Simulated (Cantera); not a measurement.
## Reactions in the system Ca-F-H-S

Standard-state values (1 bar) from the NASA 1993 polynomials, evaluated with Cantera. Values are per mole of reaction as written; species without (g) are pure solids or liquids, kept so even where they would boil at 1 bar.

2 CaF₂ + H₂S(g) = SF₄(g) + 2 Ca + H₂(g)

| T (K) | ΔH° (kJ) | ΔS° (J/K) | ΔG° (kJ) | log10 K | condensed phases |
|---|---|---|---|---|---|
| 1223 | 1711.4 | 168.2 | 1505.8 | -64.31 | CaF₂(s), Ca(l) |
| 1373 | 1705.9 | 163.9 | 1480.8 | -56.34 | CaF₂(s), Ca(l) |
| 1523 | 1685.8 | 150.0 | 1457.4 | -49.98 | CaF₂(s), Ca(l) |
| 1673 | 1672.8 | 141.9 | 1435.5 | -44.82 | CaF₂(s), Ca(l) |
| 1823 | 1606.9 | 103.0 | 1419.2 | -40.66 | CaF₂(l), Ca(l) |
| 1973 | 1601.4 | 100.0 | 1404.0 | -37.17 | CaF₂(l), Ca(l) |
| 2123 | 1595.8 | 97.3 | 1389.2 | -34.18 | CaF₂(l), Ca(l) |
| 2273 | 1590.2 | 94.8 | 1374.8 | -31.59 | CaF₂(l), Ca(l) |
